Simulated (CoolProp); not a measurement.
Ethanol along the isotherm -13.05 °C: fugacity coefficient from the reference equation and from simpler models built on Tc = 241.6 °C, pc = 6.268 MPa, ω = 0.644; each cubic takes its own stable root.

The numbers come from the reference Helmholtz-energy equation of state, Schroeder 2014 in CoolProp.

```json
[
 {"p (MPa)": "1.96", "phase": "liquid", "reference": "0.0003257", "van der Waals": "0.09961", "Redlich-Kwong": "0.008851", "Soave-Redlich-Kwong": "0.0002502", "Peng-Robinson": "0.0003031"},
 {"p (MPa)": "3.92", "phase": "liquid", "reference": "0.0001713", "van der Waals": "0.05472", "Redlich-Kwong": "0.004716", "Soave-Redlich-Kwong": "0.0001328", "Peng-Robinson": "0.0001599"},
 {"p (MPa)": "5.88", "phase": "liquid", "reference": "0.0001202", "van der Waals": "0.04006", "Redlich-Kwong": "0.003350", "Soave-Redlich-Kwong": "9.404e-5", "Peng-Robinson": "0.0001124"},
 {"p (MPa)": "7.83", "phase": "liquid", "reference": "9.493e-5", "van der Waals": "0.03301", "Redlich-Kwong": "0.002679", "Soave-Redlich-Kwong": "7.497e-5", "Peng-Robinson": "8.906e-5"},
 {"p (MPa)": "9.79", "phase": "liquid", "reference": "7.987e-5", "van der Waals": "0.02897", "Redlich-Kwong": "0.002283", "Soave-Redlich-Kwong": "6.366e-5", "Peng-Robinson": "7.515e-5"},
 {"p (MPa)": "11.8", "phase": "liquid", "reference": "6.980e-5", "van der Waals": "0.02643", "Redlich-Kwong": "0.002020", "Soave-Redlich-Kwong": "5.617e-5", "Peng-Robinson": "6.586e-5"},
 {"p (MPa)": "13.7", "phase": "liquid", "reference": "6.313e-5", "van der Waals": "0.02489", "Redlich-Kwong": "0.001850", "Soave-Redlich-Kwong": "5.127e-5", "Peng-Robinson": "5.974e-5"},
 {"p (MPa)": "15.7", "phase": "liquid", "reference": "5.800e-5", "van der Waals": "0.02385", "Redlich-Kwong": "0.001721", "Soave-Redlich-Kwong": "4.755e-5", "Peng-Robinson": "5.505e-5"},
 {"p (MPa)": "17.6", "phase": "liquid", "reference": "5.433e-5", "van der Waals": "0.02326", "Redlich-Kwong": "0.001632", "Soave-Redlich-Kwong": "4.495e-5", "Peng-Robinson": "5.171e-5"},
 {"p (MPa)": "19.6", "phase": "liquid", "reference": "5.136e-5", "van der Waals": "0.02292", "Redlich-Kwong": "0.001562", "Soave-Redlich-Kwong": "4.290e-5", "Peng-Robinson": "4.903e-5"},
 {"p (MPa)": "21.5", "phase": "liquid", "reference": "4.915e-5", "van der Waals": "0.02283", "Redlich-Kwong": "0.001513", "Soave-Redlich-Kwong": "4.144e-5", "Peng-Robinson": "4.707e-5"},
 {"p (MPa)": "23.5", "phase": "liquid", "reference": "4.733e-5", "van der Waals": "0.02291", "Redlich-Kwong": "0.001475", "Soave-Redlich-Kwong": "4.029e-5", "Peng-Robinson": "4.547e-5"},
 {"p (MPa)": "25.5", "phase": "liquid", "reference": "4.591e-5", "van der Waals": "0.02316", "Redlich-Kwong": "0.001449", "Soave-Redlich-Kwong": "3.946e-5", "Peng-Robinson": "4.424e-5"},
 {"p (MPa)": "27.4", "phase": "liquid", "reference": "4.484e-5", "van der Waals": "0.02353", "Redlich-Kwong": "0.001432", "Soave-Redlich-Kwong": "3.891e-5", "Peng-Robinson": "4.335e-5"},
 {"p (MPa)": "29.4", "phase": "liquid", "reference": "4.398e-5", "van der Waals": "0.02404", "Redlich-Kwong": "0.001422", "Soave-Redlich-Kwong": "3.853e-5", "Peng-Robinson": "4.265e-5"},
 {"p (MPa)": "31.3", "phase": "liquid", "reference": "4.335e-5", "van der Waals": "0.02464", "Redlich-Kwong": "0.001419", "Soave-Redlich-Kwong": "3.834e-5", "Peng-Robinson": "4.218e-5"}
]
```
